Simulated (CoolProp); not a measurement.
Vapour pressure (kPa) of R1336mzz(Z): the reference equation beside estimates from Tc = 444.5 K, pc = 2904 kPa, ω = 0.386.

Model: reference Helmholtz-energy equation of state, McLinden 2020, in CoolProp.

```tsv
T (K)	reference	Redlich-Kwong	Soave-Redlich-Kwong
329.9	221.6	408.3	222.8
336.2	268.0	472.5	[?]
342.5	321.4	543.4	[?]
348.7	381.6	620.2	385.6
355	[?]	705.6	456.7
361.3	530.1	798.8	537.3
367.6	[?]	900.1	[?]
373.9	718.8	1010	[?]
```

Q: Complete the blanks.

A: 
- 336.2, Soave-Redlich-Kwong: 269.9
- 342.5, Soave-Redlich-Kwong: 324.3
- 355, reference: 451.3
- 367.6, reference: 619.1
- 367.6, Soave-Redlich-Kwong: 628.2
- 373.9, Soave-Redlich-Kwong: 730.3

Absolute difference from the reference over all 8 rows, mean and median: Redlich-Kwong 60.6 and 59.4 %, Soave-Redlich-Kwong 1.1 and 1.1 %.
